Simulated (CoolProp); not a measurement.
Saturation properties of isopentane (Tc = 460.3 K, pc = 3.378 MPa, ω = 0.227).

The numbers come from the reference Helmholtz-energy equation of state, Lemmon 2006 in CoolProp. It is a short technical equation, of lower accuracy than the large ones.

| T (K) | p (MPa) | liquid cp (kJ/(kg K)) | liquid viscosity (µPa s) | liquid conductivity (mW/(m K)) |
|---|---|---|---|---|
| 340.5 | 0.3327 | 2.516 | 135 | 89.1 |
| 343.7 | 0.3615 | 2.537 | 131 | 88.2 |
| 347 | 0.3931 | 2.558 | 128 | 87.2 |
| 350.2 | 0.4257 | 2.580 | 124 | 86.3 |
| 353.4 | 0.4603 | 2.601 | 121 | 85.3 |
| 356.6 | 0.4969 | 2.624 | 118 | 84.4 |
| 359.8 | 0.5357 | 2.647 | 115 | 83.4 |
| 363 | 0.5766 | 2.670 | 111 | 82.4 |
| 366.3 | 0.6213 | 2.695 | 108 | 81.4 |

It boils at 301.0 K under 1 atm.

Viscosity comes from a separate model (Chung 1988), a generic estimate that can be far off for the liquid and wasn't checked against measurements. Thermal conductivity comes from a separate model (Vassiliou 2015).
